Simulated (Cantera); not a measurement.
Feed: 1 mol B2O3, 0.66 mol SiCl4, 12 mol O2, equilibrated at 10.0 Pa.

Equilibrium computed with Cantera from the NASA thermochemical tables; the gas is ideal and each condensed phase is pure. Candidate condensed phases: B, B2O3, Si, SiO2; 27 gas species. Mutual solubility and eutectic melting of coexisting phases are not modelled. The tables hold silica as quartz up to 1696 K and as liquid above; real silica turns to tridymite and cristobalite and melts near 1996 K. Condensed phases not in the tables: borates and borosilicate glass, alloys, solid solutions and most ternary compounds. Rates play no part.

### Question
What share of the B ends up in condensed phases as a function of T (°C), at 750, 800, 850, 900, 950, 1000, 1050, 1100?

### Answer
```
T (°C)  B condensed (%)       as
------  ---------------  -------
750               100.0  B2O3(l)
800               100.0  B2O3(l)
850               100.0  B2O3(l)
900                99.9  B2O3(l)
950                99.7  B2O3(l)
1000               98.6  B2O3(l)
1050               94.6  B2O3(l)
1100               81.1  B2O3(l)
```
